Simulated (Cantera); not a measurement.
A closed system holds: 1 mol Si₂H₆, 0.067 mol O₂, held at 0.000850 bar.

These are equilibrium values from Cantera (NASA tables, ideal gas, pure condensed phases), not measurements of a reactor. Candidate condensed phases: H₂O, Si, SiO₂; 18 gas species. The feed counts by its element totals alone. Gases not in the tables: Si₂H₆ and higher silanes. Kinetics and transport are ignored.

log p: log10 of the partial pressure in bar; n: condensed amount in mol.

```json
[
 {"T (K)": "1498", "log p H₂": "-3.09", "log p SiO": "-4.44", "log p H": "-6.31", "log p Si": "-8.00", "n Si(s)": "1.87", "n Si(l)": "0"},
 {"T (K)": "1548", "log p H₂": "-3.09", "log p SiO": "-4.44", "log p H": "-6.06", "log p Si": "-7.50", "n Si(s)": "1.87", "n Si(l)": "0"},
 {"T (K)": "1598", "log p H₂": "-3.09", "log p SiO": "-4.44", "log p H": "-5.82", "log p Si": "-7.03", "n Si(s)": "1.87", "n Si(l)": "0"},
 {"T (K)": "1648", "log p H₂": "-3.09", "log p SiO": "-4.44", "log p H": "?", "log p Si": "?", "n Si(s)": "1.86", "n Si(l)": "0"},
 {"T (K)": "1698", "log p H₂": "-3.09", "log p SiO": "-4.44", "log p H": "-5.39", "log p Si": "-6.18", "n Si(s)": "0", "n Si(l)": "1.86"},
 {"T (K)": "1748", "log p H₂": "-3.09", "log p SiO": "-4.44", "log p H": "-5.19", "log p Si": "-5.84", "n Si(s)": "0", "n Si(l)": "1.86"},
 {"T (K)": "1798", "log p H₂": "-3.10", "log p SiO": "-4.44", "log p H": "?", "log p Si": "?", "n Si(s)": "0", "n Si(l)": "1.85"},
 {"T (K)": "1848", "log p H₂": "-3.10", "log p SiO": "-4.45", "log p H": "-4.83", "log p Si": "-5.20", "n Si(s)": "0", "n Si(l)": "1.84"}
]
```

### Question
Fill in the missing entries.

### Answer

- 1648, log p H: -5.60
- 1648, log p Si: -6.59
- 1798, log p H: -5.00
- 1798, log p Si: -5.51
